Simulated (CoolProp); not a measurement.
Vapour-liquid equilibrium of n-hexane (1) + benzene (2) at 28.7 kPa; x and y are mole fractions of (1).

Computed with CoolProp (multi-fluid Helmholtz-energy mixture model, Thol 2019 and Thol 2012; pair parameters Bell 2016).

| x | bubble temperature, mixture model (K) | bubble temperature, Raoult's law (K) | y, mixture model | y, Raoult's law |
|---|---|---|---|---|
| 0.05 | 315.2 | 316.5 | 0.120 | 0.074 |
| 0.2 | 311.4 | 314.7 | 0.347 | 0.276 |
| 0.35 | 309.3 | 313.0 | 0.486 | 0.452 |
| 0.5 | 308.0 | 311.4 | 0.596 | 0.605 |
| 0.65 | 307.1 | 309.8 | 0.701 | 0.741 |
| 0.8 | 306.6 | 308.4 | 0.815 | 0.861 |
| 0.95 | 306.5 | 307.0 | 0.949 | 0.967 |

The largest gap from Raoult's law is -3.7 K in bubble temperature, at x = 0.35. y crosses x between x = 0.8 and 0.95: the model has an azeotrope there.

Pair parameters are fitted to limited data, so mixtures are less certain than the pure fluids.
